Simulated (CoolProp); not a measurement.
20 sccm (0 °C, 1 atm) of nitrogen bubbles through liquid R1336mzz(Z) at 276.9 K and leaves saturated at a total pressure of 0.15 MPa (ideal gas phase). Each further row changes one setting.

The numbers come from the reference Helmholtz-energy equation of state, McLinden 2020 in CoolProp.

```csv
case,vapour pressure (kPa),mole fraction of vapour,delivery (mg/min),delivery (sccm),change of delivery for a bath 1 K warmer (%)
as stated,29.6,0.197,36.0,4.92,6.0
bath temperature 281.9 K,37.2,0.248,48.3,6.60,6.2
total pressure 0.3 MPa,29.6,0.0986,16.0,2.19,5.3
```
